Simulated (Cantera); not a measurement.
# Iron carbonyl, mercury and lead vapours: PbO + N2

Feed: 1 mol PbO, 21 mol N2, held at 13.0 Pa.

Equilibrium computed with Cantera from the NASA thermochemical tables; the gas is ideal and each condensed phase is pure. Candidate condensed phases: Pb, PbO, PbO2, Pb3O4; 12 gas species. The numbers say what is thermodynamically allowed, not how fast it happens.

```json
[
 {"T (K)": "700", "x N2": "1.00", "x Pb": "3.93e-10", "x PbO": "1.27e-9", "x O2": "1.91e-10", "x NO": "9.58e-12", "x O": "<1e-12", "x NO2": "<1e-12", "n PbO(red)": "1.00", "n PbO(yellow)": "0"},
 {"T (K)": "850", "x N2": "1.000", "x Pb": "1.45e-6", "x PbO": "6.40e-6", "x O2": "7.20e-7", "x NO": "9.38e-9", "x O": "<1e-12", "x NO2": "<1e-12", "n PbO(red)": "0", "n PbO(yellow)": "1.000"},
 {"T (K)": "1000", "x N2": "0.997", "x Pb": "0.000438", "x PbO": "0.00234", "x O2": "0.000219", "x NO": "1.14e-6", "x O": "2.04e-10", "x NO2": "2.26e-11", "n PbO(red)": "0", "n PbO(yellow)": "0.941"},
 {"T (K)": "1150", "x N2": "0.950", "x Pb": "0.00997", "x PbO": "0.0353", "x O2": "0.00497", "x NO": "2.22e-5", "x O": "5.14e-8", "x NO2": "8.48e-10", "n PbO(red)": "0", "n PbO(yellow)": "0"},
 {"T (K)": "1300", "x N2": "0.944", "x Pb": "0.0212", "x PbO": "0.0238", "x O2": "0.0105", "x NO": "9.71e-5", "x O": "1.59e-6", "x NO2": "2.70e-9", "n PbO(red)": "0", "n PbO(yellow)": "0"},
 {"T (K)": "1450", "x N2": "0.939", "x Pb": "0.0317", "x PbO": "0.0130", "x O2": "0.0157", "x NO": "0.000284", "x O": "2.21e-5", "x NO2": "5.57e-9", "n PbO(red)": "0", "n PbO(yellow)": "0"},
 {"T (K)": "1600", "x N2": "0.936", "x Pb": "0.0382", "x PbO": "0.00638", "x O2": "0.0187", "x NO": "0.000629", "x O": "0.000174", "x NO2": "8.66e-9", "n PbO(red)": "0", "n PbO(yellow)": "0"}
]
```
x: gas mole fraction; n: condensed amount in mol.

At 700 K the condensed part is PbO(red). From 850 K to 1000 K the condensed part is PbO(yellow). From 1150 K to 1600 K nothing is condensed.
